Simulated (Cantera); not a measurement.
A diamond (100) surface in a fixed gas of H2 with x(CH4) = 0.01, x(H) = 0.0013, x(CH3) = 0.00073, at 1323 K; coverages are run to steady state.

Cantera simulation using the Harris–Goodwin 1993 mechanism for the reconstructed diamond (100) surface; the numbers are that mechanism's predictions, not measurements.

θ: site fractions in the mechanism's names (c6HH fully hydrogenated, c6H* and c6*H radical sites, c6** diradical, c6HM methylated).

```tsv
P (Pa)	growth (µm/h)	θ c6HH	θ c6H*	θ c6*H	θ c6**	θ c6HM
370	0.0841	0.407	0.0494	0.509	0.0327	[?]
630	0.203	0.407	0.0494	0.508	0.0323	[?]
1100	0.476	0.407	0.0493	0.508	0.0319	[?]
1800	0.957	0.407	0.0493	0.507	0.0315	[?]
3000	1.89	0.407	0.0492	0.507	0.0312	[?]
5100	3.70	0.407	0.0492	0.506	0.0309	[?]
8700	7.22	0.406	0.0491	0.505	0.0307	[?]
15000	14.5	0.405	0.0490	0.504	0.0305	[?]
```

Task: Some entries are withheld; supply them.

Result: 
- 370, θ c6HM: 5.63e-5
- 630, θ c6HM: 0.000100
- 1100, θ c6HM: 0.000184
- 1800, θ c6HM: 0.000314
- 3000, θ c6HM: 0.000540
- 5100, θ c6HM: 0.000936
- 8700, θ c6HM: 0.00161
- 15000, θ c6HM: 0.00276
